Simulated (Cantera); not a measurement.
# MgCl2 + H2 + H2O (halide evaporation, hydrolysis and transport)

Input: 1 mol MgCl2, a varied amount of H2, 5.5 mol H2O, held at 1250 °C and 7.50 Torr.

Method: chemical equilibrium by Gibbs-energy minimisation in Cantera with the NASA 1993 tables (ideal gas, pure condensed phases). Candidate condensed phases: H2O, Mg, MgCl2, MgO, Mg(OH)2; 22 gas species. Kinetics and transport are ignored.

From 8.1 mol H2 to 74 mol H2 the condensed part is MgO(s). The main Mg-bearing gas is MgCl2 throughout.

| n(H2) (mol) | x H2 | x H2O | x HCl | x MgCl2 | x H | n MgO(s) |
|---|---|---|---|---|---|---|
| 8.1 | 0.555 | 0.309 | 0.136 | 0.000400 | 0.000172 | 0.994 |
| 16 | 0.711 | 0.200 | 0.0883 | 0.000260 | 0.000195 | 0.994 |
| 25 | 0.793 | 0.143 | 0.0631 | 0.000186 | 0.000206 | 0.994 |
| 33 | 0.835 | 0.114 | 0.0503 | 0.000148 | 0.000212 | 0.994 |
| 41 | 0.863 | 0.0949 | 0.0418 | 0.000123 | 0.000215 | 0.994 |
| 49 | 0.883 | 0.0812 | 0.0358 | 0.000105 | 0.000218 | 0.994 |
| 58 | 0.899 | 0.0699 | 0.0308 | 9.06e-5 | 0.000220 | 0.994 |
| 66 | 0.910 | 0.0621 | 0.0274 | 8.06e-5 | 0.000221 | 0.994 |
| 74 | 0.919 | 0.0560 | 0.0247 | 7.26e-5 | 0.000222 | 0.994 |
x: gas mole fraction; n: condensed amount in mol.
